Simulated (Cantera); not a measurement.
What does this Cantera script print?

```python
import numpy as np
import cantera as ct

gas = ct.Solution("h2o2.yaml")
gas.TPX = 350, 11000, {'H2': 1, 'O2': 0.167, 'N2': 0.627}
flame = ct.FreeFlame(gas, width=0.19)
flame.set_refine_criteria(ratio=3, slope=0.08, curve=0.16)
flame.transport_model = "mixture-averaged"
flame.solve(loglevel=0, auto=True)
flame.transport_model = "multicomponent"
flame.soret_enabled = True
flame.solve(loglevel=0, refine_grid=True)
z, T = flame.grid, flame.T
thick = (T[-1] - T[0]) / np.gradient(T, z).max()
show = ['H2', 'O2', 'H2O', 'HO2', 'O', 'H2O2']
print(f"laminar burning velocity  {flame.velocity[0] * 100:.3f} cm/s")
print(f"burnt temperature         {T[-1]:.1f} K")
print(f"thermal thickness         {thick * 1e3:.4f} mm")
print(f"grid points               {len(z)}")
z0 = z[flame.heat_release_rate.argmax()]
print(f"{'z/mm':>9s}{'T/K':>9s}{'u/(m/s)':>9s}" + "".join(f"{s:>11s}" for s in show))
rows = []
for k in (-3, -2, -1.5, -1, -0.5, -0.25, 0, 0.25, 0.5, 1, 2, 4, 8):
    zz = z0 + k * thick
    rows.append([k * thick, np.interp(zz, z, T), np.interp(zz, z, flame.velocity),
                 *(np.interp(zz, z, flame.X[gas.species_index(s)]) for s in show)])
    print(f"{rows[-1][0] * 1e3:9.3f}{rows[-1][1]:9.1f}{rows[-1][2]:9.3f}" + "".join(f"{x:11.3e}" for x in rows[-1][3:]))
```

Result:

```
laminar burning velocity  227.508 cm/s
burnt temperature         1793.6 K
thermal thickness         7.2754 mm
grid points               142
     z/mm      T/K  u/(m/s)         H2         O2        H2O        HO2          O       H2O2
  -21.826    350.0    2.275  5.574e-01  9.309e-02  1.275e-14  8.839e-15  1.096e-15 -6.900e-16
  -14.551    350.0    2.275  5.574e-01  9.309e-02  2.319e-12  1.702e-12  1.471e-13  2.467e-14
  -10.913    350.0    2.275  5.574e-01  9.309e-02  6.353e-11  5.266e-11  3.187e-12  8.116e-13
   -7.275    350.0    2.275  5.573e-01  9.311e-02  3.390e-08  3.733e-08  7.852e-10  6.462e-10
   -3.638    377.2    2.395  5.444e-01  9.519e-02  9.899e-04  8.120e-05  5.753e-06  9.047e-06
   -1.819    627.4    3.872  5.102e-01  8.793e-02  2.285e-02  2.952e-05  1.160e-04  5.157e-06
    0.000    974.4    5.954  4.262e-01  5.171e-02  9.815e-02  9.099e-06  1.257e-03  4.892e-08
    1.819   1174.5    7.199  3.558e-01  8.138e-03  1.810e-01  1.327e-06  7.163e-04  1.730e-08
    3.638   1250.5    7.655  3.490e-01  6.767e-04  1.959e-01  1.019e-07  1.705e-04  9.019e-09
    7.275   1331.1    8.116  3.559e-01  3.871e-05  1.978e-01  5.442e-09  1.170e-04  9.974e-09
   14.551   1421.1    8.618  3.653e-01  2.685e-05  1.988e-01  3.568e-09  1.047e-04  1.070e-08
   29.102   1513.1    9.118  3.750e-01  1.996e-05  2.001e-01  2.613e-09  8.059e-05  9.400e-09
   58.203   1597.9    9.569  3.841e-01  1.247e-05  2.014e-01  1.717e-09  5.192e-05  6.540e-09
```

Detailed kinetics in Cantera: the H2/O2 subset of GRI-Mech 3.0, which has no nitrogen chemistry. Burning velocities carry a grid error of a few per cent, more on coarse grids.
